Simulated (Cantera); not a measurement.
An isothermal, constant-pressure homogeneous reactor starts with 0.188 % CO, 0.377 % O₂, 0.248 % H₂O, 99.2 % N₂, equivalence ratio 0.25, at 1125 K and 0.484 atm.

Detailed kinetics in Cantera: GRI-Mech 3.0 (53 species, 325 reactions).

x: mole fraction; the columns are a selection and need not sum to one.

| t (s) | x CO | x O₂ | x H₂O | x H₂O₂ | x CO₂ |
|---|---|---|---|---|---|
| 5.00e-5 | 0.00188 | 0.00377 | 0.00248 | <1e-12 | 2.41e-12 |
| 0.000152 | 0.00188 | 0.00377 | 0.00248 | <1e-12 | 7.33e-12 |
| 0.000459 | 0.00188 | 0.00377 | 0.00248 | <1e-12 | 2.26e-11 |
| 0.00139 | 0.00188 | 0.00377 | 0.00248 | <1e-12 | 7.61e-11 |
| 0.00422 | 0.00188 | 0.00377 | 0.00248 | <1e-12 | 4.01e-10 |
| 0.0128 | 0.00188 | 0.00377 | 0.00248 | <1e-12 | … |
| 0.0387 | 0.00182 | 0.00373 | 0.00247 | 6.70e-9 | … |
| 0.117 | 0.000343 | 0.00300 | 0.00246 | 2.12e-8 | … |
| 0.356 | 3.92e-5 | 0.00285 | 0.00248 | 4.24e-9 | 0.00185 |
| 1.08 | 3.89e-6 | 0.00283 | 0.00248 | 5.75e-10 | 0.00188 |
| 3.27 | 3.21e-7 | 0.00283 | 0.00248 | 7.74e-11 | 0.00189 |
| 9.90 | 1.85e-8 | 0.00283 | 0.00248 | 1.44e-11 | 0.00189 |
| 30.0 | 8.85e-10 | 0.00283 | 0.00248 | 5.80e-12 | 0.00189 |

### Question
Some entries are withheld; supply them.

### Answer

- 0.0128, x CO₂: 1.08e-8
- 0.0387, x CO₂: 6.19e-5
- 0.117, x CO₂: 0.00154
